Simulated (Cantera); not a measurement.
Input (Python, Cantera) and output of one run.

```python
import numpy as np
import cantera as ct

gas_names = """
    B BH BH2 BH3 BN BO BO2 B2 B2O B2O2 B2O3 B3O3H3 H HBO HBO2 HNO HNO2 HNO3 HO2 H2 H2O H2O2 H3B3O6 N NH
    NH2 NH3 NH2OH NO NO2 NO3 N2 N2H2 N2H4 N2O O OH O2 O3
""".split()
cond_names = """
    B(b) B(L) BN(s) B2O3(L) B3O3H3(cr) H2O(s) H2O(L)
""".split()


def load(file, names, dense=False):
    # The tables refer to 1 bar. Condensed volumes are neglected.
    table = {s.name: s for s in ct.Species.list_from_file(file)}
    out = []
    for n in names:
        d = dict(table[n].input_data)
        d["thermo"] = dict(d["thermo"], **{"reference-pressure": 1e5})
        if dense:
            d["equation-of-state"] = {"model": "constant-volume", "density": "1e6 g/cm^3"}
        out.append(ct.Species.from_dict(d))
    return out


gas = ct.Solution(thermo="ideal-gas", species=load("nasa_gas.yaml", gas_names))
cond = {s.name: ct.Solution(thermo="fixed-stoichiometry", species=[s], name=s.name)
        for s in load("nasa_condensed.yaml", cond_names, dense=True)}
atoms = {
    'B2O3': {'B': 2, 'O': 3},
    'H2': {'H': 2},
    'N2': {'N': 2},
}
top_T = {'BN(s)': 3200}  # K; cautious upper limits of use, not melting points


def equilibrate(T, P, feed):
    n = {}
    for name, mol in feed.items():
        for a, k in atoms[name].items():
            n[a] = n.get(a, 0.0) + k * mol
    gas.TPX = T, P, n
    mass = sum(n.values()) * gas.mean_molecular_weight
    gas.equilibrate("TP")
    valid = [c for c in cond.values() if c.min_temp <= T <= top_T.get(c.name, c.max_temp)]
    mix = ct.Mixture([(gas, mass / gas.mean_molecular_weight)] + [(c, 0.0) for c in valid])
    mix.T, mix.P = T, P
    mix.equilibrate("TP", solver="vcs", rtol=1e-11, max_steps=5000)
    return mix


results = []
feed = {'B2O3': 1, 'H2': 120, 'N2': 4.1}  # mol
P = 120  # Pa
for T in [1523, 1573, 1623, 1673, 1723, 1773, 1823, 1873, 1923, 1973, 2023, 2073, 2123, 2173]:
    mix = equilibrate(T, P, feed)
    results.append((T, P, feed, dict(zip(mix.species_names, mix.species_moles))))

top = {s: max(r[3][s] / sum(r[3][g] for g in gas_names) for r in results) for s in gas_names}
cols = sorted((s for s in top if top[s] > 0.001), key=lambda s: -top[s])[:9]
seen = [c for c in cond_names if any(r[3].get(c, 0) > 1e-12 for r in results)]
print("log10 of partial pressures in bar; condensed amounts in mol")
print(f"{'T/K':>10s}" + "".join(f"{s[:9]:>10s}" for s in cols + seen))
for T, P, feed, n in results:
    ng = sum(n[g] for g in gas_names)
    print(f"{T:10.4g}" + "".join(f"{np.log10(max(n[s] / ng * P / 1e5, 1e-99)):10.3f}" for s in cols)
          + "".join(f"{n.get(c, 0):10.4g}" for c in seen))
```

Output:

```
log10 of partial pressures in bar; condensed amounts in mol
       T/K        H2         H        N2        BO       HBO      HBO2       H2O      B2O3
      1523    -2.942    -6.107    -4.405    -6.916    -5.153    -5.190    -6.182    -5.605
      1573    -2.942    -5.862    -4.406    -6.679    -5.131    -5.187    -6.073    -5.650
      1623    -2.943    -5.632    -4.406    -6.459    -5.113    -5.187    -5.974    -5.697
      1673    -2.944    -5.415    -4.406    -6.254    -5.098    -5.190    -5.881    -5.746
      1723    -2.945    -5.211    -4.407    -6.064    -5.087    -5.196    -5.795    -5.798
      1773    -2.946    -5.019    -4.407    -5.889    -5.080    -5.207    -5.714    -5.855
      1823    -2.948    -4.837    -4.408    -5.729    -5.080    -5.221    -5.638    -5.919
      1873    -2.951    -4.666    -4.410    -5.584    -5.087    -5.241    -5.566    -5.991
      1923    -2.955    -4.504    -4.412    -5.455    -5.101    -5.267    -5.498    -6.073
      1973    -2.961    -4.350    -4.414    -5.340    -5.123    -5.301    -5.435    -6.167
      2023    -2.968    -4.205    -4.418    -5.240    -5.154    -5.343    -5.378    -6.274
      2073    -2.977    -4.069    -4.422    -5.154    -5.195    -5.396    -5.327    -6.397
      2123    -2.989    -3.940    -4.428    -5.083    -5.245    -5.459    -5.284    -6.536
      2173    -3.005    -3.819    -4.436    -5.025    -5.305    -5.535    -5.250    -6.691
```

These are equilibrium values from Cantera (NASA tables, ideal gas, pure condensed phases), not measurements of a reactor.
